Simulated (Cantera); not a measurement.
Input (Python, Cantera):

```python
import numpy as np
import cantera as ct

gas = ct.Solution("gri30.yaml")
gas.TPX = 1298, 160, {'C3H8': 1, 'H2': 1.4}
inlet = ct.Reservoir(gas, clone=True)

reactor = ct.IdealGasConstPressureReactor(gas, energy="off", clone=False)
exhaust = ct.Reservoir(gas, clone=True)
tau = [13, 3.6, 1, 0.29, 0.081, 0.023, 0.0064, 0.0018, 0.00051, 0.00014][0]
for a, b in ((inlet, reactor), (reactor, exhaust)):
    ct.MassFlowController(a, b, mdot=lambda t: reactor.mass / tau)
net = ct.ReactorNet([reactor])
show = ['C3H8', 'H2', 'C2H6', 'H', 'CH2']

rows = []
print(f"{'tau/s':>10s}{'T/K':>9s}" + "".join(f"{s:>11s}" for s in show))
for tau in [13, 3.6, 1, 0.29, 0.081, 0.023, 0.0064, 0.0018, 0.00051, 0.00014]:
    net.initial_time = 0.0
    net.advance(30 * tau)
    before = gas.X
    net.advance(40 * tau)
    drift = np.max(np.abs(gas.X - before) / (gas.X + 1e-9))
    rows.append([gas.T, *gas[show].X, drift])
    print(f"{tau:10.3e}{gas.T:9.1f}" + "".join(f"{x:11.3e}" for x in gas[show].X))
```

Output:

```
     tau/s      T/K       C3H8         H2       C2H6          H        CH2
 1.300e+01   1298.0  9.056e-04  5.768e-01  1.978e-04  1.387e-04  7.311e-08
 3.600e+00   1298.0  2.849e-03  5.410e-01  4.171e-04  1.722e-04  1.355e-07
 1.000e+00   1298.0  8.913e-03  5.036e-01  9.009e-04  2.132e-04  2.578e-07
 2.900e-01   1298.0  2.656e-02  4.750e-01  2.031e-03  2.538e-04  5.030e-07
 8.100e-02   1298.0  8.114e-02  4.721e-01  4.509e-03  2.641e-04  9.760e-07
 2.300e-02   1298.0  2.117e-01  5.113e-01  5.404e-03  2.113e-04  1.451e-06
 6.400e-03   1298.0  3.571e-01  5.617e-01  1.635e-03  1.186e-04  1.106e-06
 1.800e-03   1298.0  4.076e-01  5.801e-01  2.138e-04  4.410e-05  2.831e-07
 5.100e-04   1298.0  4.153e-01  5.828e-01  2.983e-05  1.444e-05  1.647e-08
 1.400e-04   1298.0  4.164e-01  5.832e-01  3.009e-06  4.009e-06  3.243e-10
```

Computed with Cantera and GRI-Mech 3.0 (53 species, 325 reactions). GRI-Mech 3.0 was tuned for natural gas; its chemistry of propane as a main component is partial and can be far from experiment. GRI-Mech 3.0 stops at C3 and has no aromatics, soot or wall deposition, so with more carbon than oxygen in the feed, carbon stays in small species such as C2H2 where larger ones or solid carbon would form. Radical loss at walls, strong at low pressure, is not modelled.
